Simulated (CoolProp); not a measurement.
The fluid at 281.52 K and 0.78 MPa (stagnation) flows isentropically through a choked orifice. The same conditions are run with several fluids, on thermodynamics alone (safety and materials aside).

Values from CoolProp's reference Helmholtz-energy equation of state of each fluid (sulfur hexafluoride: Guder 2009; ethylene: Smukala 2000; hydrogen chloride: Thol 2018; dry air: Lemmon 2000). Blends and air are pseudo-pure fits.

Problem. Rank sulfur hexafluoride, ethylene, hydrogen chloride, dry air by throat to inlet pressure ratio, highest first.

Solution. sulfur hexafluoride (0.595), ethylene (0.552), hydrogen chloride (0.530), dry air (0.527)

```csv
fluid,mass flux (kg/(m² s)),throat temperature (K)
sulfur hexafluoride,4020,266.4
ethylene,1830,247.4
hydrogen chloride,2160,235.4
dry air,1890,234.2
```
